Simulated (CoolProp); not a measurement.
Properties of R1224YDZ along the isotherm 473.1 K.

Values from CoolProp's reference Helmholtz-energy equation of state, Akasaka 2023.

```
p (MPa)  phase  cp (kJ/(kg K))  speed of sound (m/s)
-------  -----  --------------  --------------------
0.00527    gas           1.014                 167.4
0.00999    gas           1.014                 167.3
0.0189     gas           1.014                 167.3
0.0359     gas           1.015                 167.1
0.0681     gas           1.016                 166.7
0.129      gas           1.018                 166.1
0.245      gas           1.022                 164.8
0.464      gas           1.030                 162.4
0.879      gas           1.047                 157.8
1.67       gas           1.090                 148.6
```
